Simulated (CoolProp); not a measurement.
A single-stage vapour-compression cycle with propyne: evaporating at 312.15 K (dew point), condensing at 356.15 K (bubble point), superheat 0 K, subcooling 0 K, compressor efficiency 0.75, no pressure losses. Each further row changes one setting.

Computed with CoolProp (reference Helmholtz-energy equation of state, Polt 1992). This equation is an older, rougher fit; its heat capacities, sound speeds and derivatives of the liquid may be far off and weren't checked against measurements.

```json
[
 {"case": "as stated", "cooling COP": "4.13", "pressure ratio": "2.79", "discharge temperature (K)": "375.5", "refrigerating effect (kJ/kg)": "321", "volumetric capacity (kJ/m³)": "4960"},
 {"case": "evaporating temperature 317.15 K", "cooling COP": "4.83", "pressure ratio": "2.45", "discharge temperature (K)": "373.0", "refrigerating effect (kJ/kg)": "326", "volumetric capacity (kJ/m³)": "5720"},
 {"case": "condensing temperature 351.15 K", "cooling COP": "4.84", "pressure ratio": "2.51", "discharge temperature (K)": "368.7", "refrigerating effect (kJ/kg)": "337", "volumetric capacity (kJ/m³)": "5210"},
 {"case": "subcooling 5 K", "cooling COP": "4.34", "pressure ratio": "2.79", "discharge temperature (K)": "375.5", "refrigerating effect (kJ/kg)": "337", "volumetric capacity (kJ/m³)": "5210"},
 {"case": "superheat 10 K", "cooling COP": "4.14", "pressure ratio": "2.79", "discharge temperature (K)": "385.7", "refrigerating effect (kJ/kg)": "341", "volumetric capacity (kJ/m³)": "4990"},
 {"case": "compressor efficiency 0.65", "cooling COP": "3.58", "pressure ratio": "2.79", "discharge temperature (K)": "380.5", "refrigerating effect (kJ/kg)": "321", "volumetric capacity (kJ/m³)": "4960"}
]
```
